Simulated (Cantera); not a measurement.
Cantera run, input and output.

```python
import numpy as np
import cantera as ct

gas = ct.Solution("h2o2.yaml")
gas.TPX = 675, 400000, {'H2': 1, 'O2': 0.312, 'N2': 1.17, 'H2O': 0.74}
flame = ct.FreeFlame(gas, width=0.015)
flame.set_refine_criteria(ratio=3, slope=0.08, curve=0.16)
flame.transport_model = "mixture-averaged"
flame.solve(loglevel=0, auto=True)
z, T = flame.grid, flame.T
thick = (T[-1] - T[0]) / np.gradient(T, z).max()
show = ['H2', 'O2', 'H2O', 'H', 'OH', 'H2O2']
print(f"laminar burning velocity  {flame.velocity[0] * 100:.3f} cm/s")
print(f"burnt temperature         {T[-1]:.1f} K")
print(f"thermal thickness         {thick * 1e3:.4f} mm")
print(f"grid points               {len(z)}")
z0 = z[flame.heat_release_rate.argmax()]
print(f"{'z/mm':>9s}{'T/K':>9s}{'u/(m/s)':>9s}" + "".join(f"{s:>11s}" for s in show))
rows = []
for k in (-3, -2, -1.5, -1, -0.5, -0.25, 0, 0.25, 0.5, 1, 2, 4, 8):
    zz = z0 + k * thick
    rows.append([k * thick, np.interp(zz, z, T), np.interp(zz, z, flame.velocity),
                 *(np.interp(zz, z, flame.X[gas.species_index(s)]) for s in show)])
    print(f"{rows[-1][0] * 1e3:9.3f}{rows[-1][1]:9.1f}{rows[-1][2]:9.3f}" + "".join(f"{x:11.3e}" for x in rows[-1][3:]))
```

Output:

```
laminar burning velocity  540.838 cm/s
burnt temperature         2032.0 K
thermal thickness         0.0730 mm
grid points               108
     z/mm      T/K  u/(m/s)         H2         O2        H2O          H         OH       H2O2
   -0.219    675.0    5.408  3.103e-01  9.684e-02  2.297e-01  1.684e-14  1.303e-14  1.669e-10
   -0.146    675.1    5.406  3.100e-01  9.688e-02  2.298e-01  3.497e-12  2.725e-12  3.989e-09
   -0.110    675.5    5.404  3.091e-01  9.700e-02  2.301e-01  9.738e-11  6.819e-11  4.268e-08
   -0.073    678.6    5.405  3.056e-01  9.745e-02  2.316e-01  1.055e-08  3.277e-09  6.615e-07
   -0.037    756.8    5.878  2.831e-01  9.758e-02  2.440e-01  6.709e-05  4.032e-05  4.375e-05
   -0.018    999.9    7.570  2.481e-01  8.773e-02  2.776e-01  1.684e-03  5.647e-04  1.027e-04
    0.000   1326.7    9.863  2.006e-01  6.288e-02  3.358e-01  8.550e-03  1.466e-03  3.584e-05
    0.018   1561.0   11.513  1.590e-01  3.455e-02  3.917e-01  1.704e-02  3.060e-03  5.664e-06
    0.037   1692.5   12.435  1.353e-01  1.657e-02  4.258e-01  2.121e-02  4.478e-03  3.221e-06
    0.073   1812.6   13.256  1.212e-01  4.202e-03  4.504e-01  2.034e-02  5.353e-03  1.761e-06
    0.146   1900.3   13.829  1.200e-01  9.568e-04  4.600e-01  1.431e-02  4.508e-03  8.634e-07
    0.292   1959.2   14.201  1.217e-01  3.221e-04  4.648e-01  8.590e-03  3.027e-03  4.037e-07
    0.584   1995.3   14.423  1.230e-01  1.036e-04  4.679e-01  4.733e-03  1.779e-03  1.662e-07
```

Computed with Cantera and the H2/O2 subset of GRI-Mech 3.0, which has no nitrogen chemistry. The hydrogen kinetics of GRI-Mech 3.0 are dated; newer H2 mechanisms differ, most at raised pressure. Burning velocities carry a grid error of a few per cent, more on coarse grids.
